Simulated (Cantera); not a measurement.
A diamond (100) surface in a fixed gas of H2 with x(CH4) = 0.0025, x(CH3) = 0.00022, at 1025 K, 19.5 Torr; coverages are run to steady state.

Model: the Harris–Goodwin 1993 mechanism for the reconstructed diamond (100) surface, integrated in Cantera.

θ: site fractions in the mechanism's names (c6HH fully hydrogenated, c6H* and c6*H radical sites, c6** diradical, c6HM methylated).

```tsv
x(H)	growth (µm/h)	θ c6HH	θ c6H*	θ c6*H	θ c6**	θ c6HM
0.0001	0.296	0.544	0.0162	0.309	0.00366	0.0882
0.00025	[?]	0.523	0.0173	0.330	[?]	0.0865
0.00062	1.38	0.527	0.0182	0.348	0.00833	0.0697
0.0016	2.19	0.543	0.0192	0.367	0.00997	0.0434
0.0039	2.78	0.557	0.0199	0.380	0.0109	0.0227
0.0096	3.12	0.566	0.0203	0.387	0.0114	[?]
0.024	3.29	0.571	0.0206	0.391	0.0116	0.00438
0.06	3.36	0.573	0.0209	0.392	0.0117	0.00179
0.15	3.40	0.573	0.0214	0.392	0.0118	0.000725
```

Problem. Complete the blanks.

Solution. 
- 0.00025, growth (µm/h): 0.705
- 0.00025, θ c6**: 0.00612
- 0.0096, θ c6HM: 0.0104
